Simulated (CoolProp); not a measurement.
Properties of CHF3 (R23) along the isotherm -73.85 °C (Tc = 26.1 °C, pc = 4.832 MPa, ω = 0.263).

Computed with CoolProp (reference Helmholtz-energy equation of state, Penoncello 2003).

| p (MPa) | phase | cp (kJ/(kg K)) | isothermal compressibility (1/MPa) | viscosity (µPa s) | Prandtl number |
|---|---|---|---|---|---|
| 0.755 | liquid | 1.251 | 0.002016 | 270 | 2.63 |
| 1.51 | liquid | 1.248 | 0.001983 | 272 | 2.63 |
| 2.26 | liquid | 1.246 | 0.001953 | 274 | 2.64 |
| 3.02 | liquid | 1.243 | 0.001923 | 276 | 2.65 |
| 3.77 | liquid | 1.240 | 0.001894 | 278 | 2.65 |
| 4.53 | liquid | 1.238 | 0.001866 | 280 | 2.66 |
| 5.28 | liquid | 1.236 | 0.001840 | 282 | 2.66 |
| 6.04 | liquid | 1.233 | 0.001814 | 284 | 2.67 |
| 6.79 | liquid | 1.231 | 0.001789 | 286 | 2.68 |
| 7.55 | liquid | 1.229 | 0.001765 | 288 | 2.68 |
| 8.3 | liquid | 1.227 | 0.001742 | 290 | 2.69 |
| 9.06 | liquid | 1.225 | 0.001719 | 292 | 2.69 |
| 9.81 | liquid | 1.223 | 0.001697 | 294 | 2.70 |
| 10.6 | liquid | 1.221 | 0.001675 | 296 | 2.71 |
| 11.3 | liquid | 1.219 | 0.001655 | 298 | 2.71 |
| 12.1 | liquid | 1.217 | 0.001634 | 300 | 2.72 |

Viscosity comes from a separate model (Shan 2000). Thermal conductivity comes from a separate model (Shan 2000).
